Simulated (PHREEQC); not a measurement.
# Acid mine or pickling water: speciation

Synthetic water in mg/L, 25 °C, pH 2.51, pe 8.2: Na 16.3; K 13.4; Ca 92.2; Mg 0.298; Cl 62.6; S(6) as SO4 500; Cu(2) 0.0951; Mn(2) 1.16; Zn 1.24.

Valence states are taken as typed.

Equilibrium calculation in PHREEQC: ion-association model, phreeqc.dat.

Each row changes one thing in this solution. No solid was allowed to form.

```
case                                               ionic strength (mol/kgw)  HSO4- (mol/kgw)  CaHSO4+ (mol/kgw)  NaSO4- (mol/kgw)  KSO4- (mol/kgw)  MnSO4 (mol/kgw)  SI of Gypsum (CaSO4:2H2O)  SI of Halite (NaCl)
-------------------------------------------------  ------------------------  ---------------  -----------------  ----------------  ---------------  ---------------  -------------------------  -------------------
as made                                                              0.0150         0.000815            1.10e-5           8.40e-6          5.64e-6          4.44e-6                      -0.99                -7.58
Na from 16.3 to 8.15 mg/L                                            0.0148         0.000816            1.11e-5           4.21e-6          5.66e-6          4.46e-6                      -0.99                -7.88
temperature from 25 to 45 °C at the same typed pH                    0.0144          0.00117            1.56e-5           8.48e-6          6.98e-6          5.34e-6                      -1.01                -7.60
```

At this temperature some constants are extrapolated from 25 °C, and those without enthalpy data are left unchanged.
